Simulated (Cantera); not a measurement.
Premixed flame

A freely propagating, adiabatic, planar premixed flame of 22.4 % CO, 9.19 % H2, 14.4 % O2, 54.0 % N2, unburnt at 525 K and 9.80 bar; mixture-averaged transport, grid criteria slope 0.08 and curve 0.16, no radiation.

Detailed kinetics in Cantera: GRI-Mech 3.0 (53 species, 325 reactions). The hydrogen kinetics of GRI-Mech 3.0 are dated; newer H2 mechanisms differ, most at raised pressure. Burning velocities carry a grid error of a few per cent, more on coarse grids.

```json
[
 {"z (mm)": "-0.129", "T (K)": "525", "u (m/s)": "1.44", "x CO": "0.224", "x H2": "0.0916", "x O2": "0.144", "x NO": "<1e-8", "x HO2": "<1e-8", "x O": "<1e-8"},
 {"z (mm)": "-0.0863", "T (K)": "525", "u (m/s)": "1.44", "x CO": "0.225", "x H2": "0.0904", "x O2": "0.144", "x NO": "<1e-8", "x HO2": "1.14e-7", "x O": "<1e-8"},
 {"z (mm)": "-0.0647", "T (K)": "526", "u (m/s)": "1.44", "x CO": "0.225", "x H2": "0.0880", "x O2": "0.144", "x NO": "<1e-8", "x HO2": "1.10e-6", "x O": "<1e-8"},
 {"z (mm)": "-0.0432", "T (K)": "533", "u (m/s)": "1.44", "x CO": "0.227", "x H2": "0.0815", "x O2": "0.145", "x NO": "<1e-8", "x HO2": "1.09e-5", "x O": "2.89e-8"},
 {"z (mm)": "-0.0216", "T (K)": "638", "u (m/s)": "1.70", "x CO": "0.228", "x H2": "0.0606", "x O2": "0.144", "x NO": "1.46e-7", "x HO2": "0.000295", "x O": "3.60e-6"},
 {"z (mm)": "-0.0108", "T (K)": "980", "u (m/s)": "2.56", "x CO": "0.215", "x H2": "0.0400", "x O2": "0.129", "x NO": "1.57e-6", "x HO2": "0.000804", "x O": "0.000218"},
 {"z (mm)": "0", "T (K)": "1470", "u (m/s)": "3.77", "x CO": "0.181", "x H2": "0.0193", "x O2": "0.0936", "x NO": "6.47e-6", "x HO2": "0.000332", "x O": "0.00268"},
 {"z (mm)": "0.0108", "T (K)": "1800", "u (m/s)": "4.53", "x CO": "0.143", "x H2": "0.00884", "x O2": "0.0614", "x NO": "1.57e-5", "x HO2": "0.000132", "x O": "0.00565"},
 {"z (mm)": "0.0216", "T (K)": "1991", "u (m/s)": "4.93", "x CO": "0.115", "x H2": "0.00673", "x O2": "0.0444", "x NO": "2.63e-5", "x HO2": "6.67e-5", "x O": "0.00618"},
 {"z (mm)": "0.0432", "T (K)": "2188", "u (m/s)": "5.33", "x CO": "0.0880", "x H2": "0.00640", "x O2": "0.0308", "x NO": "4.52e-5", "x HO2": "2.98e-5", "x O": "0.00496"},
 {"z (mm)": "0.0863", "T (K)": "2353", "u (m/s)": "5.67", "x CO": "0.0713", "x H2": "0.00549", "x O2": "0.0221", "x NO": "7.56e-5", "x HO2": "1.33e-5", "x O": "0.00304"},
 {"z (mm)": "0.173", "T (K)": "2471", "u (m/s)": "5.90", "x CO": "0.0597", "x H2": "0.00439", "x O2": "0.0160", "x NO": "0.000125", "x HO2": "6.72e-6", "x O": "0.00171"},
 {"z (mm)": "0.345", "T (K)": "2545", "u (m/s)": "6.04", "x CO": "0.0516", "x H2": "0.00367", "x O2": "0.0118", "x NO": "0.000205", "x HO2": "4.23e-6", "x O": "0.00106"}
]
```
x: mole fraction of selected species; z is measured from the peak of heat release.

```json
{
 "laminar_burning_velocity": "144 cm/s",
 "thermal_thickness": "0.0432 mm",
 "peak x(HO2)": "0.000831",
 "peak x(O)": "0.00621",
 "grid_points": "119"
}
```
